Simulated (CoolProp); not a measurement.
The fluid at 395.73 K and 8.87 MPa flows at 3.8 m/s in a round tube of 20 mm bore and 1.5 µm roughness, fully developed (64/Re and Nu = 3.66 if laminar; Colebrook and Gnielinski if turbulent). The same conditions are run with several fluids, on thermodynamics alone (safety and materials aside).

Values from CoolProp's reference Helmholtz-energy equation of state of each fluid (nitrogen: Span 2000; c-C4F8 (RC318): Platzer 1990; R143a: Lemmon and Jacobsen 2000; methane: Setzmann 1991; propane: Lemmon 2009). The equations of Platzer and Polt are older, rougher fits.

### Question
Rank nitrogen, c-C4F8 (RC318), R143a, methane, propane by Reynolds number, highest first.

### Answer
R143a (909000), c-C4F8 (RC318) (642000), propane (630000), nitrogen (240000), methane (219000)

```json
[
 {"fluid": "nitrogen", "Darcy friction factor": "0.0157", "pressure drop (Pa/m)": "416", "heat-transfer coefficient (W/(m² K))": "681", "mass flow (kg/h)": "315"},
 {"fluid": "c-C4F8 (RC318)", "Darcy friction factor": "0.0137", "pressure drop (Pa/m)": "5720", "heat-transfer coefficient (W/(m² K))": "5610", "mass flow (kg/h)": "4970"},
 {"fluid": "R143a", "Darcy friction factor": "0.0132", "pressure drop (Pa/m)": "2380", "heat-transfer coefficient (W/(m² K))": "5430", "mass flow (kg/h)": "2140"},
 {"fluid": "methane", "Darcy friction factor": "0.0160", "pressure drop (Pa/m)": "258", "heat-transfer coefficient (W/(m² K))": "1020", "mass flow (kg/h)": "192"},
 {"fluid": "propane", "Darcy friction factor": "0.0137", "pressure drop (Pa/m)": "1620", "heat-transfer coefficient (W/(m² K))": "6090", "mass flow (kg/h)": "1410"}
]
```

Transport values come from each fluid's own correlations; those of c-C4F8 (RC318), R143a are estimates that may be off by 10 % or more.
